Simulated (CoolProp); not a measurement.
Saturated liquid density (kg/m³) of R245fa: the reference equation beside estimates from Tc = 427.0 K, pc = 3651 kPa, ω = 0.378.

Computed with CoolProp (reference Helmholtz-energy equation of state, Akasaka 2015).

| T (K) | reference | Redlich-Kwong | Peng-Robinson |
|---|---|---|---|
| 289.5 | 1362 | 1167 | 1397 |
| 300.9 | 1331 | 1135 | (withheld) |
| 312.2 | 1299 | 1102 | 1330 |
| 323.6 | 1266 | 1066 | 1291 |
| 335 | 1231 | (withheld) | 1249 |
| 346.4 | 1194 | 986.3 | (withheld) |
| 357.8 | 1154 | 942.0 | (withheld) |
| 369.1 | 1110 | 894.2 | 1093 |
| 380.5 | 1062 | 841.1 | (withheld) |
| 391.9 | 1005 | 781.2 | (withheld) |

**Question.** What belongs in the gaps?

**Answer.** 
- 300.9, Peng-Robinson: 1364
- 335, Redlich-Kwong: 1027
- 346.4, Peng-Robinson: 1203
- 357.8, Peng-Robinson: 1151
- 380.5, Peng-Robinson: 1027
- 391.9, Peng-Robinson: 950.6

Absolute difference from the reference over all 10 rows, mean and median: Redlich-Kwong 17.5 and 17.0 %, Peng-Robinson 2.2 and 2.2 %.
